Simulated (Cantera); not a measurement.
Cantera run:

```python
import numpy as np
import cantera as ct

gas_names = """
    H H2 Si SiH SiH2 SiH3 SiH4 Si2 Si3
""".split()
cond_names = """
    Si(cr) Si(L)
""".split()


# ... load() reads the species with a 1 bar reference pressure and builds the phases ...
atoms = {
    'Si2H6': {'Si': 2, 'H': 6},
    'H2': {'H': 2},
}
top_T = {}  # K; cautious upper limits of use, not melting points


# ... equilibrate(T, P, feed) seeds the gas with the atoms and calls Mixture.equilibrate('TP', solver="vcs", rtol=1e-11, max_steps=5000) ...
results = []
feed = {'Si2H6': 1, 'H2': 720}  # mol
T = 1373.15  # K
P = 570  # Pa
mix = equilibrate(T, P, feed)
results.append((T, P, feed, dict(zip(mix.species_names, mix.species_moles))))
x = sorted(zip(gas.X, gas.species_names), reverse=True)
print(f"T = {T:g} K  P = {P:g} Pa  gas = {mix.phase_moles(0):.4g} mol")
print("   x: " + "  ".join(f"{s} {v:.3e}" for v, s in x if v > 1e-05))
print("   condensed (mol): " + ("  ".join(f"{mix.phase(i).name} {mix.phase_moles(i):.4g}"
      for i in range(1, mix.n_phases) if mix.phase_moles(i) > 1e-12) or "none"))
```

It prints:

```
T = 1373.15 K  P = 570 Pa  gas = 723 mol
   x: H2 1.000e+00  H 4.420e-05
   condensed (mol): Si(cr) 2
```

Method: chemical equilibrium by Gibbs-energy minimisation in Cantera with the NASA 1993 tables (ideal gas, pure condensed phases). The feed counts by its element totals alone.
